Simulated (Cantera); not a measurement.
A closed system holds: 1 mol SiH₂Cl₂, 9.6 mol NH₃, 83 mol N₂, at 10.0 mbar.

These are equilibrium values from Cantera (NASA tables, ideal gas, pure condensed phases), not measurements of a reactor. Candidate condensed phases: NH₄Cl, Si, Si₃N₄; 28 gas species. The tables' values for SiCl, SiN are old estimates; treat these amounts as uncertain. The numbers say what is thermodynamically allowed, not how fast it happens.

**Question.** At 1800 K, list the 4 most abundant gas species with their mole fractions, and the condensed phases.

**Answer.** N₂ 0.842, H₂ 0.141, HCl 0.0123, SiCl₂ 0.00333. Condensed: Si(l).
